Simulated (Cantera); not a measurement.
Feed: 1 mol B, 2.1 mol O2, at 1873 K and 0.000630 bar.

Method: chemical equilibrium by Gibbs-energy minimisation in Cantera with the NASA 1993 tables (ideal gas, pure condensed phases). Candidate condensed phases: B, B2O3; 10 gas species. Equilibrium is a limit: real reactors are often held back by kinetics, nucleation or transport.

Question: What is the equilibrium state?

Answer: 
```
Property                            Result
-------------------------------  ---------
x(O2)                                0.698
x(B2O3)                              0.236
x(BO2)                              0.0576
x(O)                               0.00787
x(BO)                             0.000173
gas amount                       1.885 mol
log10 activity of B(s) (absent)     -10.02
```
